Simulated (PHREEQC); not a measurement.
Consider water at 46 °C with 0.0013 mol Cu(BF4)2, 0.0001 mol H2SO4 and 0.0083 mol KCl per kg of water. Closed to the air; pH follows from the charge balance.

The numbers come from PHREEQC with the ion-association model, wateq4f.dat.

Each row changes one thing in this solution. Precipitation was switched off in this run.

```
case                                            pH  ionic strength (mol/kgw)  HF (mol/kgw)  F- (mol/kgw)  Cu+2 (mol/kgw)  H3BO3 (mol/kgw)  SI of Tenorite (CuO)  SI of CuF2:2H2O (CuF2:2H2O)
--------------------------------------------  ----  ------------------------  ------------  ------------  --------------  ---------------  --------------------  ---------------------------
as made                                       3.06                    0.0131       0.00322       0.00189         0.00121          0.00118                 -3.88                        -3.94
KCl replaced by KHSO4 at the same molality    2.33                    0.0214       0.00479      0.000544        0.000927          0.00128                 -5.49                        -5.21
0.00014 mol/kgw Fe2(SO4)3 added               2.97                    0.0136       0.00325       0.00154         0.00119          0.00129                 -4.08                        -4.13
diluted 100-fold with water                   4.18                  0.000190       1.31e-5       9.09e-5         1.30e-5          2.60e-5                 -3.44                        -8.29
KCl from 0.0083 to 0.083 mol/kgw              3.04                    0.0875       0.00307       0.00202         0.00103          0.00116                   ___                        -4.28
temperature from 46 to 60 °C                  3.11                    0.0129       0.00391       0.00196         0.00118          0.00135                 -3.36                        -3.83
KCl left out                                  3.06                   0.00479       0.00326       0.00185         0.00125          0.00118                   ___                        -3.84
H2SO4 replaced by ZnSO4 at the same molality  3.10                    0.0133       0.00314       0.00201         0.00121          0.00118                 -3.80                        -3.89
KCl from 0.0083 to 0.00415 mol/kgw            3.06                   0.00893       0.00324           ___         0.00123          0.00118                 -3.84                        -3.90
```

Question: Fill in the missing entries.

Answer: 
- KCl from 0.0083 to 0.083 mol/kgw, SI of Tenorite (CuO): -4.19
- KCl left out, SI of Tenorite (CuO): -3.79
- KCl from 0.0083 to 0.00415 mol/kgw, F- (mol/kgw): 0.00187

Complexes and solids missing from the database can't appear. Some of these states are supersaturated (in Hematite (slow to form), Goethite (slow to form), for instance). Constants without temperature data keep their 25 °C values here. Real BF4- forms and hydrolyses slowly; the run takes it at equilibrium. Fluoro complexes past AlF4- and FeF3 are missing from the database.
